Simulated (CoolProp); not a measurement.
R236FA at 293.15 K and 0.906 MPa is throttled through a valve to 0.5 MPa with no heat exchange. Each further row changes one setting.

The numbers come from the reference Helmholtz-energy equation of state, Pan 2012 in CoolProp.

```
case                      temperature change (K)  final phase  final density (kg/m³)
------------------------  ----------------------  -----------  ---------------------
as stated                             (withheld)       liquid                   1380
outlet pressure 0.15 MPa              (withheld)   (withheld)                    104
outlet pressure 0.65 MPa              (withheld)       liquid                   1380
```

Task: What belongs in the gaps?

Result: 
- as stated, temperature change (K): +0.1
- outlet pressure 0.15 MPa, temperature change (K): -11.7
- outlet pressure 0.15 MPa, final phase: two-phase, vapour fraction 0.093
- outlet pressure 0.65 MPa, temperature change (K): +0.0
